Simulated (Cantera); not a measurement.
What does this Cantera script print?

```python
import numpy as np
import cantera as ct

gas = ct.Solution("gri30.yaml")
gas.TPX = 798, 1300000, {'C3H8': 1, 'O2': 5.62, 'N2': 61.8}
inlet = ct.Reservoir(gas, clone=True)
gas.equilibrate("HP")  # start burning
reactor = ct.IdealGasConstPressureReactor(gas, energy="on", clone=False)
exhaust = ct.Reservoir(gas, clone=True)
tau = [0.22, 0.09, 0.036, 0.015, 0.0059, 0.0024, 0.00095, 0.00038, 0.00015, 6.2e-05, 2.5e-05, 1e-05][0]
for a, b in ((inlet, reactor), (reactor, exhaust)):
    ct.MassFlowController(a, b, mdot=lambda t: reactor.mass / tau)
net = ct.ReactorNet([reactor])
show = ['C3H8', 'O2', 'CO', 'HO2', 'CH2', 'HCO', 'C2H']

rows = []
print(f"{'tau/s':>10s}{'T/K':>9s}" + "".join(f"{s:>11s}" for s in show))
for tau in [0.22, 0.09, 0.036, 0.015, 0.0059, 0.0024, 0.00095, 0.00038, 0.00015, 6.2e-05, 2.5e-05, 1e-05]:
    net.initial_time = 0.0
    net.advance(30 * tau)
    before = gas.X
    net.advance(40 * tau)
    drift = np.max(np.abs(gas.X - before) / (gas.X + 1e-9))
    rows.append([gas.T, *gas[show].X, drift])
    print(f"{tau:10.3e}{gas.T:9.1f}" + "".join(f"{x:11.3e}" for x in gas[show].X))
```

Output:

```
     tau/s      T/K       C3H8         O2         CO        HO2        CH2        HCO        C2H
 2.200e-01   1632.0  3.533e-07  8.976e-03  9.002e-05  5.626e-07  4.345e-09  7.499e-10  4.242e-10
 9.000e-02   1631.1  7.147e-07  9.025e-03  1.673e-04  1.028e-06  1.030e-08  1.850e-09  8.166e-10
 3.600e-02   1629.3  1.447e-06  9.123e-03  3.174e-04  1.912e-06  2.460e-08  4.717e-09  1.543e-09
 1.500e-02   1626.3  2.803e-06  9.302e-03  5.875e-04  3.435e-06  5.559e-08  1.169e-08  2.728e-09
 5.900e-03   1620.4  5.626e-06  9.671e-03  1.139e-03  6.321e-06  1.290e-07  3.123e-08  4.762e-09
 2.400e-03   1609.4  1.115e-05  1.038e-02  2.184e-03  1.124e-05  2.791e-07  8.188e-08  7.615e-09
 9.500e-04   1585.1  2.485e-05  1.201e-02  4.551e-03  2.104e-05  5.682e-07  2.256e-07  1.074e-08
 3.800e-04    798.0  1.462e-02  8.214e-02  6.593e-16  2.794e-11  1.298e-24  1.231e-22  3.023e-36
 1.500e-04    798.0  1.462e-02  8.214e-02  4.359e-19  1.145e-11  1.612e-25  1.703e-23  7.914e-41
 6.200e-05    798.0  1.462e-02  8.214e-02  2.564e-20  4.800e-12  1.929e-26  2.436e-24  1.651e-43
 2.500e-05    798.0  1.462e-02  8.214e-02  1.203e-21  1.946e-12  1.698e-27  2.861e-25  3.629e-45
 1.000e-05    798.0  1.462e-02  8.214e-02  4.678e-23  7.799e-13  9.580e-29  2.761e-26  9.162e-48
```

Cantera simulation using GRI-Mech 3.0 (53 species, 325 reactions); the numbers are that mechanism's predictions, not measurements. GRI-Mech 3.0 was tuned for natural gas; its chemistry of propane as a main component is partial and can be far from experiment. The pressure lies above the range GRI-Mech 3.0 was tuned for (to about 10 atm).
